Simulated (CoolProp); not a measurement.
Saturation properties of chlorine.

Model: reference Helmholtz-energy equation of state, Thol 2021, in CoolProp.

| T (K) | p (bar) | vapour density (kg/m³) | enthalpy of vaporisation (kJ/kg) | liquid cp (kJ/(kg K)) |
|---|---|---|---|---|
| 263.8 | 2.677 | 9.130 | ___ | 0.9535 |
| 275.8 | 4.012 | 13.32 | 264.3 | 0.9640 |
| 287.9 | 5.812 | ___ | 255.7 | 0.9780 |
| 299.9 | 8.132 | 26.00 | 246.6 | 0.9956 |
| 312 | 11.10 | ___ | 236.5 | 1.018 |
| 324.1 | 14.77 | 46.53 | ___ | 1.046 |
| 336.1 | 19.21 | ___ | 213.6 | 1.083 |
| 348.2 | 24.57 | 78.36 | 200.3 | 1.131 |
| 360.2 | 30.84 | 100.3 | 185.5 | 1.198 |
| 372.3 | 38.22 | 128.3 | 168.5 | ___ |
| 384.3 | 46.67 | 164.4 | 148.7 | 1.462 |
| 396.4 | ___ | ___ | 124.1 | 1.810 |
| 408.4 | 67.55 | 296.4 | 89.65 | 3.120 |

Question: Fill in the missing entries.

Answer: 
- 263.8, enthalpy of vaporisation (kJ/kg): 272.2
- 287.9, vapour density (kg/m³): 18.88
- 312, vapour density (kg/m³): 35.10
- 324.1, enthalpy of vaporisation (kJ/kg): 225.6
- 336.1, vapour density (kg/m³): 60.65
- 372.3, liquid cp (kJ/(kg K)): 1.297
- 396.4, p (bar): 56.45
- 396.4, vapour density (kg/m³): 214.9

It boils at 239.2 K under 1 atm.
